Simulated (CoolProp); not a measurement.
Vapour-liquid equilibrium of dimethyl ether (1) + R236FA (2) at 0.328 MPa; x and y are mole fractions of (1).

Computed with CoolProp (multi-fluid Helmholtz-energy mixture model, Wu 2011 and Pan 2012; pair parameters Bell 2016).

```csv
x,bubble temperature (K),y at the bubble point,dew temperature at overall composition x (K),liquid density (mol/L)
0.05,303.7,0.056,303.7,[?]
0.15,303.1,0.177,303.2,9.465
0.25,[?],0.310,302.5,9.945
0.35,300.3,0.451,301.5,10.47
0.45,[?],0.589,300.3,[?]
0.55,294.9,0.716,298.7,11.65
0.65,291.4,0.822,[?],12.32
0.75,287.6,0.902,[?],13.04
0.85,283.9,0.956,290.2,13.80
0.95,[?],0.989,284.4,14.59
```

### Question
Complete the blanks.

### Answer

- 0.05, liquid density (mol/L): 9.022
- 0.25, bubble temperature (K): 302.0
- 0.45, bubble temperature (K): 297.9
- 0.45, liquid density (mol/L): 11.03
- 0.65, dew temperature at overall composition x (K): 296.6
- 0.75, dew temperature at overall composition x (K): 293.9
- 0.95, bubble temperature (K): 280.6

No azeotrope shows between x = 0.05 and 0.95.

The pair parameters rest on a limited set of measurements; away from them the model extrapolates.
